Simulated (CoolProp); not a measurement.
Computed with CoolProp (reference Helmholtz-energy equation of state, Lemmon 2006). It is a short technical equation, of lower accuracy than the large ones.

**Question.** For hydrogen sulfide, give the phase and the density (kg/m³), cp (kJ/(kg K)), speed of sound (m/s), expansivity (1/kK) at 73.55 °C and 709 kPa; 104.35 °C and 709 kPa.

**Answer.** 
- 73.55 °C and 709 kPa: gas; density 8.68, cp 1.08, speed of sound 327, expansivity 3.22
- 104.35 °C and 709 kPa: gas; density 7.90, cp 1.07, speed of sound 342, expansivity 2.88
